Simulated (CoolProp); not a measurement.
Computed with CoolProp (reference Helmholtz-energy equation of state, Pan 2012).

**Question.** For R236FA, give the phase and the Z, cp (kJ/(kg K)), conductivity (mW/(m K)), Prandtl number at -40.15 °C and 0.344 bar; -40.15 °C and 13.9 bar.

**Answer.** 
- -40.15 °C and 0.344 bar: liquid; Z 0.00173, cp 1.16, conductivity 93.4, Prandtl number 9.31
- -40.15 °C and 13.9 bar: liquid; Z 0.0697, cp 1.16, conductivity 93.9, Prandtl number 9.43

Viscosity comes from a separate model (Huber 2003), an estimate that may be off by 10 % or more. Thermal conductivity comes from a separate model (Huber 2003), an estimate that may be off by 10 % or more.
